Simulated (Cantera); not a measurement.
Feed: 1 mol HMDSO, 7.1 mol NO, 110 mol N2, 0.82 mol CO2, at 1400 K and 4.05 Torr.

Equilibrium computed with Cantera from the NASA thermochemical tables; the gas is ideal and each condensed phase is pure. Candidate condensed phases: C, C6H6, C7H8, C8H18, H2O, Si, SiC, SiO2, Si2N2O, Si3N4; 151 gas species. The feed counts by its element totals alone. Mutual solubility and eutectic melting of coexisting phases are not modelled. The tables hold silica as quartz up to 1696 K and as liquid above; real silica turns to tridymite and cristobalite and melts near 1996 K. Kinetics and transport are ignored.

Q: What is the equilibrium state?

A: 
```json
{
  "x(N2)": "0.877",
  "x(H2)": "0.0697",
  "x(CO)": "0.0529",
  "x(SiO)": "0.000138",
  "x(H)": "1.75e-5",
  "x(H2O)": "7.18e-6",
  "x(CO2)": "2.51e-6",
  "x(HCN)": "1.27e-6",
  "n(SiO2(β-quartz))": "1.27 mol",
  "n(Si2N2O(s))": "0.354 mol",
  "gas_amount": "129.0 mol",
  "log10 activity of C(graphite) (absent)": "-1.99",
  "log10 activity of Si(s) (absent)": "-3.99"
}
```
